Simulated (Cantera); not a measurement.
A closed system holds: 1 mol C₃H₈, 0.36 mol NH₃, 4.7 mol H₂, 2.8 mol H₂O, equilibrated at 9000 Torr.

Cantera equilibrium calculation (NASA polynomials, part measured and part estimated; ideal gas, pure solids and liquids). Candidate condensed phases: C, C₆H₆, C₇H₈, C₈H₁₈, H₂O; 136 gas species. Rates play no part. All values below are at 877 °C.

Base state: H₂ 0.683, CO 0.129, CH₄ 0.0948, H₂O 0.0684, N₂ 0.0140, CO₂ 0.0109, NH₃ 0.000195 (mole fractions); condensed: gas only.

### Question
What changes in the equilibrium state with this change: NH₃ from 0.36 to 0.61 mol?

### Answer
| species | before | after |
|---|---|---|
| H₂ | 0.683 | 0.683 |
| CO | 0.129 | 0.123 |
| CH₄ | 0.0948 | 0.0926 |
| N₂ | 0.0140 | 0.0229 |
| CO₂ | 0.0109 | 0.0102 |
| H₂O | 0.0684 | 0.0673 |
| NH₃ | 0.000195 | 0.000250 |
